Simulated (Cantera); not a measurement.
A Cantera script and what it prints.

```python
import numpy as np
import cantera as ct

gas_names = """
    B BF BF2 BF3 BH BHF2 BH2 BH3 BN BO BOF BOF2 BO2 B2 B2O B2O2 B2O3 B3O3F3 B3O3H3 F FO FO2 F2 F2O H HBO
    HBO2 HF HNO HNO2 HNO3 HOF HO2 H2 H2F2 H2O H2O2 H3B3O6 H3F3 H4F4 H5F5 H6F6 H7F7 N NF NF2 NF3 NH NH2
    NH3 NH2OH NO NO2 NO3 N2 N2H2 N2H4 N2O O OH O2 O3
""".split()
cond_names = """
    B(b) B(L) BN(s) B2O3(L) B3O3H3(cr) H2O(s) H2O(L)
""".split()


def load(file, names, dense=False):
    # The tables refer to 1 bar. Condensed volumes are neglected.
    table = {s.name: s for s in ct.Species.list_from_file(file)}
    out = []
    for n in names:
        d = dict(table[n].input_data)
        d["thermo"] = dict(d["thermo"], **{"reference-pressure": 1e5})
        if dense:
            d["equation-of-state"] = {"model": "constant-volume", "density": "1e6 g/cm^3"}
        out.append(ct.Species.from_dict(d))
    return out


gas = ct.Solution(thermo="ideal-gas", species=load("nasa_gas.yaml", gas_names))
cond = {s.name: ct.Solution(thermo="fixed-stoichiometry", species=[s], name=s.name)
        for s in load("nasa_condensed.yaml", cond_names, dense=True)}
atoms = {
    'B2O3': {'B': 2, 'O': 3},
    'HF': {'H': 1, 'F': 1},
    'N2': {'N': 2},
}
top_T = {'BN(s)': 3200}  # K; cautious upper limits of use, not melting points


def equilibrate(T, P, feed):
    n = {}
    for name, mol in feed.items():
        for a, k in atoms[name].items():
            n[a] = n.get(a, 0.0) + k * mol
    gas.TPX = T, P, n
    mass = sum(n.values()) * gas.mean_molecular_weight
    gas.equilibrate("TP")
    valid = [c for c in cond.values() if c.min_temp <= T <= top_T.get(c.name, c.max_temp)]
    mix = ct.Mixture([(gas, mass / gas.mean_molecular_weight)] + [(c, 0.0) for c in valid])
    mix.T, mix.P = T, P
    mix.equilibrate("TP", solver="vcs", rtol=1e-11, max_steps=5000)
    return mix


results = []
feed = {'B2O3': 1, 'HF': 43, 'N2': 26}  # mol
T = 1598.15  # K
P = 1333.22  # Pa
mix = equilibrate(T, P, feed)
results.append((T, P, feed, dict(zip(mix.species_names, mix.species_moles))))
print(gas.report(threshold=0.001))
for i in range(1, mix.n_phases):
    print(f"{mix.phase(i).name:16s} {mix.phase_moles(i):12.5e} mol")
```

It prints:

```
       temperature   1598.2 K
          pressure   1333.2 Pa
           density   0.0024 kg/m^3
  mean mol. weight   23.92 kg/kmol
   phase of matter   gas

                          1 kg             1 kmol
                     ---------------   ---------------
          enthalpy       -5.9566e+06       -1.4248e+08  J
   internal energy       -6.5121e+06       -1.5577e+08  J
           entropy             11651        2.7871e+05  J/K
    Gibbs function       -2.4577e+07        -5.879e+08  J
 heat capacity c_p              1459             34900  J/K
 heat capacity c_v            1111.4             26585  J/K

                      mass frac. Y      mole frac. X     chem. pot. / RT
                     ---------------   ---------------   ---------------
               BF3          0.027903         0.0098438           -131.71
               BOF          0.035858          0.018725            -85.78
                HF           0.47842           0.57201           -49.356
               H2O          0.017929          0.023806           -52.786
                N2           0.43922           0.37504           -31.507
     [  +57 minor]        0.00067158        0.00057681

B(b)              0.00000e+00 mol
BN(s)             0.00000e+00 mol
B2O3(L)           0.00000e+00 mol
B3O3H3(cr)        0.00000e+00 mol
```

These are equilibrium values from Cantera (NASA tables, ideal gas, pure condensed phases), not measurements of a reactor. Gases not in the tables: H3BO3.
